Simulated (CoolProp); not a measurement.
Vapour-liquid equilibrium of R227EA (1) + isobutene (2) at 7.24 bar; x and y are mole fractions of (1).

Model: multi-fluid Helmholtz-energy mixture model, Lemmon 2016 and Lemmon 2005; pair parameters Bell 2016, in CoolProp.

| x | bubble temperature, mixture model (°C) | bubble temperature, Raoult's law (°C) | y, mixture model | y, Raoult's law |
|---|---|---|---|---|
| 0.05 | 52.1 | 55.8 | 0.135 | 0.073 |
| 0.125 | (withheld) | 54.4 | 0.272 | 0.177 |
| 0.2 | (withheld) | 53.0 | 0.363 | 0.273 |
| 0.275 | (withheld) | 51.6 | 0.429 | 0.363 |
| 0.35 | (withheld) | 50.4 | 0.481 | 0.447 |
| 0.425 | 39.7 | 49.1 | 0.527 | 0.526 |
| 0.5 | 39.0 | 47.9 | 0.570 | 0.600 |
| 0.575 | 38.6 | 46.8 | (withheld) | 0.670 |
| 0.65 | 38.3 | 45.7 | 0.662 | 0.736 |
| 0.725 | 38.3 | 44.7 | (withheld) | 0.798 |
| 0.8 | 38.6 | 43.6 | 0.775 | 0.857 |
| 0.875 | 39.2 | 42.7 | 0.847 | 0.913 |
| 0.95 | (withheld) | 41.7 | 0.933 | 0.966 |

**Question.** Some entries are withheld; supply them.

**Answer.** 
- 0.125, bubble temperature, mixture model (°C): 47.3
- 0.2, bubble temperature, mixture model (°C): 44.2
- 0.275, bubble temperature, mixture model (°C): 42.1
- 0.35, bubble temperature, mixture model (°C): 40.7
- 0.575, y, mixture model: 0.614
- 0.725, y, mixture model: 0.714
- 0.95, bubble temperature, mixture model (°C): 40.2

The largest gap from Raoult's law is -9.7 K in bubble temperature, at x = 0.35. y crosses x between x = 0.65 and 0.725: the model has an azeotrope there.

Pair parameters are fitted to limited data, so mixtures are less certain than the pure fluids.
